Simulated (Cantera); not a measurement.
Input: 1 mol C3H8, 0.19 mol CO2, held at 69.0 bar.

These are equilibrium values from Cantera (NASA tables, ideal gas, pure condensed phases), not measurements of a reactor. Candidate condensed phases: C, C6H6, C7H8, C8H18, H2O; 110 gas species. The ideal-gas law is rough above about 30 bar. Kinetics and transport are ignored. All values below are at 1925 °C.

Base state: H2 0.894, CO 0.0877, CH4 0.0146, C2H2 (acetylene) 0.00227, H 0.000634, C2H4 0.000344, H2O 0.000311, CH3 0.000198 (mole fractions); condensed: C(graphite).

**Question.** What changes in the equilibrium state with this change: CO2 from 0.19 to 0.55 mol?

**Answer.** 
| species | before | after |
|---|---|---|
| H2 | 0.894 | 0.768 |
| CO | 0.0877 | 0.217 |
| CH4 | 0.0146 | 0.0107 |
| CO2 | 5.78e-6 | 3.55e-5 |
| H2O | 0.000311 | 0.000661 |
| C(graphite), mol | 2.72 | 2.38 |
